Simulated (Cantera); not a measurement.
A Cantera script and what it prints.

```python
import numpy as np
import cantera as ct

gas_names = """
    Fe H H2 H2S S SH S2 S8
""".split()
cond_names = """
    Fe(a) Fe(c) Fe(d) Fe(L) FeS(a) FeS(b) FeS(c) FeS(L) FeS2(s) S(cr1) S(cr2) S(L)
""".split()


# ... load() reads the species with a 1 bar reference pressure and builds the phases ...
atoms = {
    'FeS': {'Fe': 1, 'S': 1},
    'H2': {'H': 2},
}
top_T = {'FeS2(s)': 1010}  # K; cautious upper limits of use, not melting points


# ... equilibrate(T, P, feed) seeds the gas with the atoms and calls Mixture.equilibrate('TP', solver="vcs", rtol=1e-11, max_steps=5000) ...
results = []
feed = {'FeS': 1, 'H2': 0.34}  # mol
P = 101325  # Pa
for T in [625, 675, 725, 775, 825, 875, 925, 975, 1025, 1075, 1125]:
    mix = equilibrate(T, P, feed)
    results.append((T, P, feed, dict(zip(mix.species_names, mix.species_moles))))
    x = sorted(zip(gas.X, gas.species_names), reverse=True)
    print(f"T = {T:g} K  P = {P:g} Pa  gas = {mix.phase_moles(0):.4g} mol")
    print("   x: " + "  ".join(f"{s} {v:.3e}" for v, s in x if v > 1e-05))
    print("   condensed (mol): " + ("  ".join(f"{mix.phase(i).name} {mix.phase_moles(i):.4g}"
          for i in range(1, mix.n_phases) if mix.phase_moles(i) > 1e-12) or "none"))
```

Output:

```
T = 625 K  P = 101325 Pa  gas = 0.34 mol
   x: H2 1.000e+00
   condensed (mol): Fe(a) 3.119e-06  FeS(c) 1
T = 675 K  P = 101325 Pa  gas = 0.34 mol
   x: H2 1.000e+00  H2S 2.411e-05
   condensed (mol): Fe(a) 8.198e-06  FeS(c) 1
T = 725 K  P = 101325 Pa  gas = 0.34 mol
   x: H2 9.999e-01  H2S 5.492e-05
   condensed (mol): Fe(a) 1.867e-05  FeS(c) 1
T = 775 K  P = 101325 Pa  gas = 0.34 mol
   x: H2 9.999e-01  H2S 1.117e-04
   condensed (mol): Fe(a) 3.798e-05  FeS(c) 1
T = 825 K  P = 101325 Pa  gas = 0.34 mol
   x: H2 9.998e-01  H2S 2.074e-04
   condensed (mol): Fe(a) 7.053e-05  FeS(c) 0.9999
T = 875 K  P = 101325 Pa  gas = 0.34 mol
   x: H2 9.996e-01  H2S 3.579e-04
   condensed (mol): Fe(a) 0.0001217  FeS(c) 0.9999
T = 925 K  P = 101325 Pa  gas = 0.34 mol
   x: H2 9.994e-01  H2S 5.812e-04
   condensed (mol): Fe(a) 0.0001976  FeS(c) 0.9998
T = 975 K  P = 101325 Pa  gas = 0.34 mol
   x: H2 9.991e-01  H2S 8.984e-04
   condensed (mol): Fe(a) 0.0003055  FeS(c) 0.9997
T = 1025 K  P = 101325 Pa  gas = 0.34 mol
   x: H2 9.987e-01  H2S 1.333e-03
   condensed (mol): Fe(a) 0.0004533  FeS(c) 0.9995
T = 1075 K  P = 101325 Pa  gas = 0.34 mol
   x: H2 9.981e-01  H2S 1.919e-03
   condensed (mol): Fe(a) 0.0006525  FeS(c) 0.9993
T = 1125 K  P = 101325 Pa  gas = 0.34 mol
   x: H2 9.973e-01  H2S 2.684e-03
   condensed (mol): Fe(a) 0.0009127  FeS(c) 0.9991
```

Equilibrium computed with Cantera from the NASA thermochemical tables; the gas is ideal and each condensed phase is pure. Mutual solubility and eutectic melting of coexisting phases are not modelled. FeS: taken at fixed stoichiometry.
